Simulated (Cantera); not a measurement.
A closed system holds: 1 mol Zr, 1.5 mol N₂, 9.2 mol H₂, equilibrated at 2175 °C and 9.90e-5 bar.

These are equilibrium values from Cantera (NASA tables, ideal gas, pure condensed phases), not measurements of a reactor. Candidate condensed phases: Zr, ZrN; 11 gas species. ZrN: taken at fixed stoichiometry. Rates play no part.

Base state: H 0.780, H₂ 0.152, N₂ 0.0621, Zr 0.00652 (mole fractions); condensed: ZrN(s).

Problem. What changes in the equilibrium state with this change: temperature from 2175 °C to 2250 °C?

Solution. 
| species | before | after |
|---|---|---|
| H | 0.780 | 0.822 |
| H₂ | 0.152 | 0.0865 |
| N₂ | 0.0621 | 0.0667 |
| Zr | 0.00652 | 0.0253 |
| ZrN(s), mol | 0.889 | 0.532 |

Problem. What changes in the equilibrium state with this change: pressure from 9.90e-5 bar to 5.90e-6 bar?

Solution. 
```json
[
 {"species": "H", "before": "0.780", "after": "0.868"},
 {"species": "N₂", "before": "0.0621", "after": "0.0726"},
 {"species": "Zr", "before": "0.00652", "after": "0.0484"},
 {"species": "H₂", "before": "0.152", "after": "0.0112"},
 {"species": "N", "before": "4.48e-6", "after": "1.98e-5"},
 {"species": "ZrN(s), mol", "before": "0.889", "after": "0"}
]
```
